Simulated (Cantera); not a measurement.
Input (Python, Cantera):

```python
import numpy as np
import cantera as ct

gas = ct.Solution("gri30.yaml")
gas.TPX = 2200, 1200, {'CH4': 0.037, 'H2': 1, 'N2': 0.0018}
reactor = ct.IdealGasConstPressureReactor(gas, energy="off", clone=False)
net = ct.ReactorNet([reactor])
net.rtol, net.atol = 1e-08, 1e-18
show = ['CH4', 'H2', 'C2H4', 'HCN', 'C2H6', 'CH2', 'H']
times = np.geomspace(0.0004, 8, 11)

steps = ct.SolutionArray(gas, extra=["t"])
rows = []
print(f"{'t/s':>10s}{'T/K':>9s}{'P/Pa':>11s}" + "".join(f"{s:>11s}" for s in show))
for t in times:
    while net.time < t:
        t_next = net.step()
        steps.append(gas.state, t=t_next)
    rows.append([np.interp(t, steps.t, y) for y in (steps.T, steps.P, *steps(*show).X.T)])
    print(f"{t:10.3e}{rows[-1][0]:9.1f}{rows[-1][1]:11.4g}" + "".join(f"{x:11.3e}" for x in rows[-1][2:]))
rate = np.gradient(steps.T, steps.t)
print("integrator steps:", len(steps.t))
if steps.T.max() > steps.T[0] + 200:
    print(f"time of steepest temperature rise: {steps.t[rate.argmax()]:.4e} s")
gas.TPX = 2200, 1200, {'CH4': 0.037, 'H2': 1, 'N2': 0.0018}
gas.equilibrate("TP")
print(f"equilibrium (TP): T = {gas.T:.1f} K  " + "  ".join(f"{s} {gas[s].X[0]:.3e}" for s in show))
```

Output:

```
       t/s      T/K       P/Pa        CH4         H2       C2H4        HCN       C2H6        CH2          H
 4.000e-04   2200.0       1200  3.474e-02  9.615e-01  4.592e-06  1.797e-12  1.995e-07  1.247e-06  1.186e-03
 1.077e-03   2200.0       1200  3.320e-02  9.597e-01  5.239e-05  8.756e-11  1.083e-06  8.083e-06  3.179e-03
 2.899e-03   2200.0       1200  2.797e-02  9.566e-01  1.881e-04  3.533e-09  2.916e-06  3.523e-05  7.840e-03
 7.805e-03   2200.0       1200  1.469e-02  9.587e-01  1.117e-04  4.670e-08  1.448e-06  5.145e-05  1.294e-02
 2.101e-02   2200.0       1200  3.984e-03  9.616e-01  1.520e-05  1.882e-07  1.396e-07  2.913e-05  1.692e-02
 5.657e-02   2200.0       1200  7.466e-04  9.588e-01  1.865e-06  4.314e-07  6.215e-09  1.031e-05  2.194e-02
 1.523e-01   2200.0       1200  1.355e-04  9.534e-01  8.808e-07  7.151e-07  2.501e-10  3.154e-06  2.787e-02
 4.100e-01   2200.0       1200  2.586e-05  9.453e-01  6.462e-07  1.028e-06  1.128e-11  1.037e-06  3.615e-02
 1.104e+00   2200.0       1200  8.857e-06  9.358e-01  5.005e-07  1.490e-06  1.667e-12  5.821e-07  4.579e-02
 2.972e+00   2200.0       1200  7.180e-06  9.318e-01  4.561e-07  2.728e-06  1.183e-12  5.635e-07  4.983e-02
 8.000e+00   2200.0       1200  7.128e-06  9.316e-01  4.544e-07  6.150e-06  1.169e-12  5.633e-07  4.999e-02
integrator steps: 1539
equilibrium (TP): T = 2200.0 K  CH4 6.980e-06  H2 9.316e-01  C2H4 4.249e-07  HCN 2.180e-03  C2H6 1.118e-12  CH2 5.516e-07  H 4.999e-02
```

Model: GRI-Mech 3.0 (53 species, 325 reactions), integrated in Cantera. GRI-Mech 3.0 stops at C3 and has no aromatics, soot or wall deposition, so with more carbon than oxygen in the feed, carbon stays in small species such as C2H2 where larger ones or solid carbon would form. Radical loss at walls, strong at low pressure, is not modelled.
